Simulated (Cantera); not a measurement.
Input: 1 mol Si, 6.2 mol HCl, 77 mol H₂, at 9.10e-5 bar.

Equilibrium computed with Cantera from the NASA thermochemical tables; the gas is ideal and each condensed phase is pure. Candidate condensed phases: Si; 19 gas species. The tables' values for SiCl₃, SiCl are old estimates; treat these amounts as uncertain. Kinetics and transport are ignored.

x: gas mole fraction; n: condensed amount in mol.

| T (K) | x H₂ | x HCl | x SiCl₄ | x SiCl₂ | x H | x SiHCl₃ | n Si(s) |
|---|---|---|---|---|---|---|---|
| 700 | 0.961 | 0.0269 | 0.0121 | 1.16e-8 | 2.60e-12 | 8.83e-5 | 0 |
| 775 | 0.961 | 0.0271 | 0.0119 | [?] | [?] | [?] | 0 |
| 850 | 0.960 | 0.0277 | 0.0113 | 9.70e-5 | 2.10e-9 | 0.000649 | 0 |
| 925 | 0.955 | 0.0329 | 0.00862 | 0.00164 | 2.67e-8 | 0.000909 | 0.0296 |
| 1000 | 0.941 | 0.0501 | 0.00303 | 0.00454 | 2.31e-7 | 0.000401 | 0.277 |
| 1075 | 0.935 | 0.0572 | 0.000492 | 0.00684 | 1.49e-6 | 9.98e-5 | 0.343 |
| 1150 | 0.934 | 0.0578 | 6.61e-5 | 0.00787 | 7.56e-6 | 2.17e-5 | 0.320 |
| 1225 | 0.934 | 0.0571 | 1.05e-5 | 0.00852 | 3.16e-5 | 5.36e-6 | 0.281 |
| 1300 | 0.935 | 0.0563 | [?] | 0.00903 | [?] | [?] | [?] |
| 1375 | 0.935 | 0.0554 | 4.70e-7 | 0.00948 | 0.000347 | 5.06e-7 | 0.208 |
| 1450 | 0.934 | 0.0546 | 1.27e-7 | 0.00986 | 0.000958 | 1.87e-7 | 0.173 |

**Question.** Fill in the missing entries.

**Answer.** 
- 1300, x SiCl₄: 2.03e-6
- 1300, x H: 0.000112
- 1300, x SiHCl₃: 1.54e-6
- 1300, n Si(s): 0.243
- 775, x SiCl₂: 1.72e-6
- 775, x H: 1.02e-10
- 775, x SiHCl₃: 0.000273
